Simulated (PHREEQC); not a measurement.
PHREEQC input (Pitzer model, pitzer.dat):

```
SOLUTION 1
  temp 25
  units mol/kgw
  pH 7 charge
  Cl 0.884
  Mg 0.1
  Ca 0.015
  Na 0.054
  Sr 0.3
END
USE solution 1
INCREMENTAL_REACTIONS false
REACTION 1
  H2O -1
  0 9.886 18.011 24.689 30.178 34.689 38.397 41.444
  43.949 46.007 47.699 49.089 moles
EQUILIBRIUM_PHASES 1
  Bischofite 0 0
  Brucite 0 0
  Halite 0 0
  Portlandite 0 0
  MgCl2_4H2O 0 0
SELECTED_OUTPUT 1
  -reset false
  -pH true
  -pe true
  -ionic_strength true
  -water true
  -activities H2O
  -totals Ca Cl Mg Na Sr
  -molalities H+ Na+ Mg+2 Ca+2 Sr+2 Cl- OH- MgOH+
  -equilibrium_phases Bischofite Brucite Halite Portlandite MgCl2_4H2O
PRINT
  -reset false
END
```

Selected output (columns that matter, 9 of 12 rows; water left (kg) added in front):

```
water left (kg)	pH	mu	Ca	Cl	Mg	Na	Sr	m_H+	m_Na+	m_Mg+2	m_Ca+2	m_Sr+2	m_Cl-	la_H2O
1	6.5849	1.299	0.015	0.884	0.1	0.054	0.3	2.9683e-07	0.054	0.1	0.015	0.3	0.884	-0.0095445
0.821894	6.531	1.5805	0.018251	1.0756	0.12167	0.065702	0.36501	3.1708e-07	0.065702	0.12167	0.018251	0.36501	1.0756	-0.011851
0.555203	6.3872	2.3397	0.027017	1.5922	0.18011	0.097262	0.54034	3.7041e-07	0.097262	0.18011	0.027017	0.54034	1.5922	-0.018655
0.456313	6.2898	2.8467	0.032872	1.9373	0.21915	0.11834	0.65744	4.0777e-07	0.11834	0.21915	0.032872	0.65744	1.9373	-0.023724
0.30824	6.0158	4.2142	0.048663	2.8679	0.32442	0.17519	0.97327	5.2627e-07	0.17519	0.32442	0.048663	0.97327	2.8679	-0.039736
0.253345	5.8238	5.1274	0.059208	3.4893	0.39472	0.21315	1.1842	6.2581e-07	0.21315	0.39472	0.059208	1.1842	3.4893	-0.052457
0.208215	5.5827	6.2387	0.072041	4.2456	0.48027	0.25935	1.4408	7.7514e-07	0.25935	0.48027	0.072041	1.4408	4.2456	-0.070237
0.140655	4.9088	9.2354	0.10664	6.2849	0.71096	0.38392	2.1329	1.3796e-06	0.38392	0.71096	0.10664	2.1329	6.2849	-0.13116
0.115613	4.45	11.236	0.12974	7.6462	0.86496	0.46708	2.5949	2.0041e-06	0.46708	0.86496	0.12974	2.5949	7.6462	-0.18258
```
